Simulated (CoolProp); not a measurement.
Vapour-liquid equilibrium of fluoroethane (R161) (1) + R1234yf (2) at 321.6 K; x and y are mole fractions of (1).

Computed with CoolProp (multi-fluid Helmholtz-energy mixture model, Wu 2012 and Lemmon 2022; pair parameters Bell 2016).

| x | bubble pressure, mixture model (MPa) | bubble pressure, Raoult's law (MPa) | y, mixture model | y, Raoult's law |
|---|---|---|---|---|
| 0.05 | 1.280 | 1.276 | 0.063 | 0.065 |
| 0.125 | 1.318 | 1.307 | 0.154 | 0.160 |
| 0.2 | 1.355 | 1.338 | 0.240 | 0.250 |
| 0.275 | 1.391 | 1.369 | 0.322 | 0.336 |
| 0.35 | 1.427 | 1.400 | 0.402 | 0.418 |
| 0.425 | 1.461 | 1.432 | 0.477 | 0.496 |
| 0.5 | 1.493 | 1.463 | 0.551 | 0.571 |
| 0.575 | 1.524 | 1.494 | 0.621 | 0.643 |
| 0.65 | 1.554 | 1.525 | 0.690 | 0.712 |
| 0.725 | 1.582 | 1.556 | 0.758 | 0.778 |
| 0.8 | 1.609 | 1.587 | 0.824 | 0.842 |
| 0.875 | 1.633 | 1.619 | 0.890 | 0.903 |
| 0.95 | 1.656 | 1.650 | 0.956 | 0.962 |

The largest gap from Raoult's law is +2.1 % in bubble pressure, at x = 0.5. No azeotrope shows between x = 0.05 and 0.95.

Pair parameters are fitted to limited data, so mixtures are less certain than the pure fluids.
